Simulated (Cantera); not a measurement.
A jet of 1.97 % CH₄, 6.27 % O₂, 91.8 % N₂ at 300 K and 0.0296 atm hits a platinum plate 8.7 cm away at a mass flux of 0.071 kg/m²/s; the plate temperature is set and raised in steps from an oxygen-covered start.

Cantera simulation using Deutschmann's 1995 Pt surface mechanism with GRI-Mech 3.0 gas chemistry; the numbers are that mechanism's predictions, not measurements. Catalytic surfaces can have several steady states; this one follows from the mechanism file's or the stated starting coverage.

One state of this run: wall x CH₄ = 0.00428; wall x O₂ = 0.0301; wall x H₂O = 0.0284; wall x OH = 4.97e-6; wall x CO = 1.53e-5; wall x CO₂ = 0.0187; θ free Pt = 0.748; θ O* = 0.252. x: mole fraction at the wall; θ: surface coverage.

Task: Which value of plate T (K) does it belong to?
A) 1250
B) 1200
C) 1150
D) 1000

Result: B, 1200
